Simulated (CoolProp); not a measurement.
A closed Brayton cycle with dry air: compressor inlet 320.15 K and 3.6 MPa, high pressure 11.8 MPa, turbine inlet 750 K, compressor efficiency 0.89, turbine efficiency 0.85, recuperator effectiveness 0 (on enthalpy, no pinch check). Each further row changes one setting.

Model: reference Helmholtz-energy equation of state, Lemmon 2000, in CoolProp. It is a pseudo-pure fit of the blend.

```json
[
 {"case": "as stated", "thermal efficiency (%)": "13.6", "net work (kJ/kg)": "42.0", "compressor to turbine work": "0.78", "compressor exit (K)": "466.5", "turbine exit (K)": "574.8"},
 {"case": "turbine inlet 700 K", "thermal efficiency (%)": "11.5", "net work (kJ/kg)": "29.0", "compressor to turbine work": "0.84", "compressor exit (K)": "466.5", "turbine exit (K)": "534.9"},
 {"case": "compressor inlet 330.15 K", "thermal efficiency (%)": "12.7", "net work (kJ/kg)": "37.2", "compressor to turbine work": "0.81", "compressor exit (K)": "480.7", "turbine exit (K)": "574.8"},
 {"case": "high pressure 10 MPa", "thermal efficiency (%)": "12.9", "net work (kJ/kg)": "43.0", "compressor to turbine work": "0.74", "compressor exit (K)": "443.1", "turbine exit (K)": "596.4"},
 {"case": "recuperator effectiveness 0.5", "thermal efficiency (%)": "16.7", "net work (kJ/kg)": "42.0", "compressor to turbine work": "0.78", "compressor exit (K)": "466.5", "turbine exit (K)": "574.8"}
]
```
